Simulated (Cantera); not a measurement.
Equilibrium for silicon nitride deposition: Si2Cl6 + NH3 + H2

Charge: 1 mol Si2Cl6, 13 mol NH3, 0.39 mol H2, held at 1575 K and 0.100 bar.

Method: chemical equilibrium by Gibbs-energy minimisation in Cantera with the NASA 1993 tables (ideal gas, pure condensed phases). Candidate condensed phases: NH4Cl, Si, Si3N4; 28 gas species. The feed counts by its element totals alone. The tables' values for SiCl3 are old estimates; treat these amounts as uncertain. Kinetics and transport are ignored.

| Property | Result |
|---|---|
| x(H2) | 0.610 |
| x(N2) | 0.190 |
| x(HCl) | 0.189 |
| x(SiCl2) | 0.00928 |
| x(SiCl3) | 0.00112 |
| x(SiCl4) | 0.000351 |
| x(SiHCl3) | 0.000151 |
| x(H) | 0.000103 |
| x(Cl) | 2.52e-5 |
| n(Si3N4(s)) | 0.564 mol |
| gas amount | 28.23 mol |
| log10 activity of Si(s) (absent) | -1.33 |
